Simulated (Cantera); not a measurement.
Input: 1 mol CaCO₃, 0.3 mol H₂, equilibrated at 0.203 Torr.

Cantera equilibrium calculation (NASA polynomials, part measured and part estimated; ideal gas, pure solids and liquids). Candidate condensed phases: C, C₆H₆, C₇H₈, C₈H₁₈, Ca, CaCO₃, CaO, Ca(OH)₂, H₂O; 115 gas species. Rates play no part.

Question: At 1925 K, list the 7 most abundant gas species with their mole fractions, and the condensed phases.

Answer: CO₂ 0.527, CO 0.227, H₂O 0.199, H₂ 0.0199, O₂ 0.00949, H 0.00820, OH 0.00709. Condensed: CaO(s).
